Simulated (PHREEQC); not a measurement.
0.22 g of hydrous ferric oxide (600 m²/g; 0.2 weak and 0.005 strong sites per Fe, Dzombak-Morel constants, diffuse double layer) in 1 kg of water with 0.05 mol/kgw of an inert sodium salt and 0.00056 mol CaCl2 and 3.6e-05 mol BaCl2, at 25 °C; the pH is set by adding NaOH or the inert anion's acid. Oxygen is held at 0.21 atm. No CO2 enters from the air. Nothing may precipitate in this run.

Base run: PHREEQC, ion-association model, wateq4f.dat. Each further column changes one thing. The table gives Ba sorbed (%).

| pH | base | no electrostatic term (-no_edl) | background salt from 0.05 to 0.005 mol/kgw | oxide from 0.22 to 1.1 g/kgw | 0.00012 mol/kgw PbCl2 added |
|---|---|---|---|---|---|
| 4 | 0.0 | 0.1 | 0.0 | 0.0 | 0.0 |
| 5 | 0.0 | [?] | 0.0 | 0.0 | 0.0 |
| 5.5 | 0.0 | [?] | 0.0 | 0.0 | 0.0 |
| 6 | 0.0 | 3.2 | 0.0 | 0.2 | 0.0 |
| 7 | 1.2 | 4.9 | 1.2 | 5.8 | 0.0 |
| 8 | 5.0 | [?] | [?] | 23.1 | 0.0 |
| 8.5 | 6.0 | [?] | 6.3 | 31.1 | 0.1 |
| 9 | 7.3 | 6.0 | 7.8 | 49.5 | [?] |
| 10 | 9.5 | 5.0 | 9.8 | 94.7 | 1.1 |

Task: Fill in the missing entries.

Result: 
- 5, no electrostatic term (-no_edl): 0.7
- 5.5, no electrostatic term (-no_edl): 1.8
- 8, no electrostatic term (-no_edl): 5.4
- 8, background salt from 0.05 to 0.005 mol/kgw: 5.2
- 8.5, no electrostatic term (-no_edl): 5.7
- 9, 0.00012 mol/kgw PbCl2 added: 0.5
